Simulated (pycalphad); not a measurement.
**Phase fractions of Si-61.42Ti (wt.%)**

CALPHAD calculation (pycalphad, COST 507 light-alloy database (1999)), 1 atm. The data set is of 1999 and partly superseded. Amounts are mole fractions of atoms. Kinetics are ignored, which matters at the lower temperatures.

| T (°C) | LIQUID | SI4TI5 | SITI | SI2TI |
|---|---|---|---|---|
| 1877 | 1.000 | - | - | - |
| 1802 | 0.731 | 0.269 | - | - |
| 1727 | 0.595 | 0.405 | - | - |
| 1652 | 0.514 | 0.486 | - | - |
| 1577 | 0.458 | 0.542 | - | - |
| 1502 | 0.133 | - | 0.867 | - |
| 1427 | - | - | 0.898 | 0.102 |
| 1352 | - | - | 0.898 | 0.102 |
| 1277 | - | - | 0.898 | 0.102 |
| 1202 | - | - | 0.898 | 0.102 |
| 1127 | - | - | 0.898 | 0.102 |
| 1052 | - | - | 0.898 | 0.102 |
| 977 | - | - | 0.898 | 0.102 |
| 902 | - | - | 0.898 | 0.102 |
| 827 | - | - | 0.898 | 0.102 |
| 752 | - | - | 0.898 | 0.102 |
| 677 | - | - | 0.898 | 0.102 |
| 602 | - | - | 0.898 | 0.102 |
| 527 | - | - | 0.898 | 0.102 |
| 452 | - | - | 0.898 | 0.102 |
| 377 | - | - | 0.898 | 0.102 |
| 302 | - | - | 0.898 | 0.102 |
| 227 | - | - | 0.898 | 0.102 |

Database names, with the compositions (at.%) that they take in these runs: SI4TI5: Ti 56 Si 44; SITI: Si 50 Ti 50; SI2TI: Si 67 Ti 33.
